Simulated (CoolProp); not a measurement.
R143a at 324.51 K and 0.356 MPa flows at 0.94 m/s in a round tube of 6 mm bore and 15 µm roughness, fully developed (64/Re and Nu = 3.66 if laminar; Colebrook and Gnielinski if turbulent). Each further row changes one setting.

The numbers come from the reference Helmholtz-energy equation of state, Lemmon and Jacobsen 2000 in CoolProp.

```json
[
 {"case": "as stated", "Reynolds number": "5390", "Darcy friction factor": "0.0394", "pressure drop (Pa/m)": "33.7", "heat-transfer coefficient (W/(m² K))": "54.8", "mass flow (kg/h)": "1.11"},
 {"case": "velocity 1.88 m/s", "Reynolds number": "10800", "Darcy friction factor": "0.0340", "pressure drop (Pa/m)": "116", "heat-transfer coefficient (W/(m² K))": "104", "mass flow (kg/h)": "2.22"},
 {"case": "diameter 12 mm", "Reynolds number": "10800", "Darcy friction factor": "0.0322", "pressure drop (Pa/m)": "13.8", "heat-transfer coefficient (W/(m² K))": "48.9", "mass flow (kg/h)": "4.44"}
]
```

Viscosity comes from a separate model (Klein 1997), an estimate that may be off by 10 % or more. Thermal conductivity comes from a separate model (McLinden 2000), an estimate that may be off by 10 % or more.
